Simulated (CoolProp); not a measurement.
Carbon monoxide at 298.15 K and 0.184 MPa is throttled through a valve to 0.0169 MPa with no heat exchange. Each further row changes one setting.

Values from CoolProp's reference Helmholtz-energy equation of state, Lemmon 2006. It is a short technical equation, of lower accuracy than the large ones.

| case | temperature change (K) | final density (kg/m³) |
|---|---|---|
| as stated | -0.4 | … |
| outlet pressure 0.00507 MPa | … | … |
| outlet pressure 0.022 MPa | -0.4 | … |

Task: Some entries are withheld; supply them.

Result: 
- as stated, final density (kg/m³): 0.191
- outlet pressure 0.00507 MPa, temperature change (K): -0.5
- outlet pressure 0.00507 MPa, final density (kg/m³): 0.0574
- outlet pressure 0.022 MPa, final density (kg/m³): 0.249
